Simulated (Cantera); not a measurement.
**CHF₃ + F₂ + H₂ (fluorocarbon and chlorocarbon gases)**

Charge: 1 mol CHF₃, 0.042 mol F₂, 9.5 mol H₂, held at 0.130 bar.

Method: chemical equilibrium by Gibbs-energy minimisation in Cantera with the NASA 1993 tables (ideal gas, pure condensed phases). Candidate condensed phases: C, C₆H₆, C₇H₈, C₈H₁₈; 95 gas species. Equilibrium is a limit: real reactors are often held back by kinetics, nucleation or transport.

```tsv
T (K)	log p H₂	log p HF	log p H	log p C₂H₂ (acetylene)	log p C₂H	log p C₃	n C(graphite)
1248	-1.02	-1.46	-6.84	-7.64	<-12	<-12	0.991
1398	-1.02	-1.46	-5.84	-6.63	<-12	<-12	0.996
1548	-1.02	-1.46	-5.02	-5.83	-12.43	<-12	0.998
1698	-1.02	-1.46	-4.35	-5.16	-10.75	<-12	0.998
1848	-1.02	-1.46	-3.79	-4.61	-9.35	-12.32	0.995
1998	-1.02	-1.46	-3.31	-4.14	-8.16	-10.58	0.987
2148	-1.03	-1.46	-2.89	-3.74	-7.14	-9.09	0.968
2298	-1.03	-1.46	-2.54	-3.40	-6.25	-7.79	0.928
2448	-1.05	-1.47	-2.23	-3.11	-5.48	-6.66	0.858
2598	-1.07	-1.48	-1.96	-2.87	-4.81	-5.67	0.741
2748	-1.12	-1.49	-1.73	-2.67	-4.22	-4.78	0.561
2898	-1.18	-1.51	-1.53	-2.52	-3.70	-4.00	0.288
```
log p: log10 of the partial pressure in bar; n: condensed amount in mol.

From 1248 K to 2898 K the condensed part is C(graphite). The main C-bearing gas is CH₄ at 1248 K and C₂H₂ (acetylene) at 2898 K.
